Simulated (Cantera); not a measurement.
What does this Cantera script print?

```python
import numpy as np
import cantera as ct

gas_names = """
    CL CL2 H HCL H2 Si SiCL SiCL2 SiCL3 SiCL4 SiH SiHCL3 SiH2 SiH2CL2 SiH3 SiH3CL SiH4 Si2 Si3
""".split()
cond_names = """
    Si(cr) Si(L)
""".split()


# ... load() reads the species with a 1 bar reference pressure and builds the phases ...
atoms = {
    'SiCl4': {'Si': 1, 'CL': 4},
    'H2': {'H': 2},
}
top_T = {}  # K; cautious upper limits of use, not melting points


# ... equilibrate(T, P, feed) seeds the gas with the atoms and calls Mixture.equilibrate('TP', solver="vcs", rtol=1e-11, max_steps=5000) ...
results = []
feed = {'SiCl4': 1, 'H2': 2.2}  # mol
P = 101325  # Pa
for T in [773, 823, 873, 923, 973, 1023, 1073, 1123, 1173, 1223]:
    mix = equilibrate(T, P, feed)
    results.append((T, P, feed, dict(zip(mix.species_names, mix.species_moles))))

top = {s: max(r[3][s] / sum(r[3][g] for g in gas_names) for r in results) for s in gas_names}
cols = sorted((s for s in top if top[s] > 0.001), key=lambda s: -top[s])[:9]
seen = [c for c in cond_names if any(r[3].get(c, 0) > 1e-12 for r in results)]
print("log10 of partial pressures in bar; condensed amounts in mol")
print(f"{'T/K':>10s}" + "".join(f"{s[:9]:>10s}" for s in cols + seen))
for T, P, feed, n in results:
    ng = sum(n[g] for g in gas_names)
    print(f"{T:10.4g}" + "".join(f"{np.log10(max(n[s] / ng * P / 1e5, 1e-99)):10.3f}" for s in cols)
          + "".join(f"{n.get(c, 0):10.4g}" for c in seen))
```

Output:

```
log10 of partial pressures in bar; condensed amounts in mol
       T/K        H2     SiCL4       HCL    SiHCL3     SiCL3     SiCL2   SiH2CL2
       773    -0.164    -0.515    -1.939    -1.942    -5.264    -7.852    -4.482
       823    -0.167    -0.522    -1.801    -1.806    -4.686    -6.897    -4.165
       873    -0.170    -0.529    -1.681    -1.688    -4.176    -6.054    -3.887
       923    -0.174    -0.537    -1.574    -1.585    -3.724    -5.306    -3.642
       973    -0.178    -0.547    -1.479    -1.496    -3.322    -4.639    -3.427
      1023    -0.183    -0.558    -1.393    -1.420    -2.963    -4.043    -3.238
      1073    -0.188    -0.571    -1.314    -1.357    -2.643    -3.511    -3.076
      1123    -0.194    -0.585    -1.238    -1.307    -2.359    -3.039    -2.941
      1173    -0.201    -0.602    -1.163    -1.273    -2.111    -2.626    -2.836
      1223    -0.209    -0.623    -1.086    -1.257    -1.898    -2.271    -2.766
```

Equilibrium computed with Cantera from the NASA thermochemical tables; the gas is ideal and each condensed phase is pure. The tables' values for SiCl3 are old estimates; treat these amounts as uncertain.
